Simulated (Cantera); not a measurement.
A closed system holds: 1 mol B, 0.11 mol H2O, 12 mol H2, 0.13 mol O2, equilibrated at 0.100 bar.

Method: chemical equilibrium by Gibbs-energy minimisation in Cantera with the NASA 1993 tables (ideal gas, pure condensed phases). Candidate condensed phases: B, B2O3, B3O3H3, H2O; 23 gas species. Mutual solubility and eutectic melting of coexisting phases are not modelled. The tables' values for BH2 are old estimates; treat these amounts as uncertain. Kinetics and transport are ignored.

x: gas mole fraction; n: condensed amount in mol.

```csv
T (K),x H2,x HBO,x B2O2,x B3O3H3,x H,x B2O3,n B(s),n B2O3(l)
1098,0.998,2.71e-5,2.47e-8,0.00207,7.81e-8,2.36e-9,0.728,0.0982
1148,0.998,7.30e-5,1.40e-7,0.00212,2.26e-7,1.55e-8,0.727,0.0973
1198,0.998,0.000180,6.82e-7,0.00216,6.00e-7,8.62e-8,0.726,0.0965
1248,0.997,(withheld),(withheld),0.00218,(withheld),(withheld),0.725,0.0952
1298,0.997,0.000886,1.11e-5,0.00219,3.38e-6,1.76e-6,0.723,0.0930
1348,0.996,0.00179,3.80e-5,0.00220,7.30e-6,6.68e-6,0.719,0.0889
1398,0.994,0.00343,0.000119,0.00219,1.49e-5,2.29e-5,0.712,0.0812
1448,0.991,0.00628,0.000343,0.00217,2.90e-5,7.19e-5,0.699,0.0668
1498,0.985,0.0110,0.000918,0.00213,5.39e-5,0.000208,0.676,0.0404
1548,0.977,(withheld),(withheld),(withheld),(withheld),(withheld),0.642,0
1598,0.975,0.0207,0.00255,0.000665,0.000166,0.000457,0.641,0
1648,0.974,0.0223,0.00265,0.000207,0.000278,0.000344,0.638,0
1698,0.973,0.0232,0.00258,6.36e-5,0.000451,0.000241,0.636,0
1748,0.972,0.0238,0.00246,2.01e-5,0.000712,0.000166,0.634,0
```

Task: Complete the blanks.

Result: 
- 1248, x HBO: 0.000413
- 1248, x B2O2: 2.91e-6
- 1248, x H: 1.47e-6
- 1248, x B2O3: 4.15e-7
- 1548, x HBO: 0.0178
- 1548, x B2O2: 0.00214
- 1548, x B3O3H3: 0.00187
- 1548, x H: 9.62e-5
- 1548, x B2O3: 0.000502
